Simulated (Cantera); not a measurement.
Charge: 1 mol V₂O₅, a varied amount of H₂, 0.41 mol H₂O, held at 1175 °C and 0.0750 bar.

Equilibrium computed with Cantera from the NASA thermochemical tables; the gas is ideal and each condensed phase is pure. Candidate condensed phases: H₂O, V, VO, V₂O₃, V₂O₄, V₂O₅; 12 gas species. VO: taken at fixed stoichiometry. Condensed phases not in the tables: the oxides between V₂O₃ and V₂O₅ other than VO₂. Equilibrium is a limit: real reactors are often held back by kinetics, nucleation or transport.

x: gas mole fraction; n: condensed amount in mol.

| n(H₂) (mol) | x H₂ | x H₂O | x H | x OH | n V₂O₃(s) | n VO(s) |
|---|---|---|---|---|---|---|
| 41 | 0.942 | 0.0582 | 3.27e-5 | ___ | 1.00 | 0 |
| 64 | 0.963 | 0.0374 | 3.30e-5 | ___ | 1.00 | 0 |
| 98 | 0.975 | 0.0245 | 3.32e-5 | ___ | 1.00 | 0 |
| 150 | 0.984 | 0.0160 | 3.34e-5 | ___ | 1.00 | 0 |
| 230 | 0.990 | 0.0105 | 3.35e-5 | ___ | 1.00 | 0 |
| 360 | 0.993 | 0.00669 | 3.35e-5 | ___ | 1.00 | 0 |
| 550 | 0.996 | 0.00438 | 3.36e-5 | ___ | 1.00 | 0 |
| 850 | 0.997 | 0.00283 | 3.36e-5 | 2.27e-9 | 1.000 | 0 |
| 1300 | 0.997 | 0.00262 | 3.36e-5 | ___ | 0 | 2.00 |

**Question.** What belongs in the gaps?

**Answer.** 
- 41, x OH: 4.80e-8
- 64, x OH: 3.06e-8
- 98, x OH: 1.99e-8
- 150, x OH: 1.29e-8
- 230, x OH: 8.42e-9
- 360, x OH: 5.37e-9
- 550, x OH: 3.52e-9
- 1300, x OH: 2.10e-9
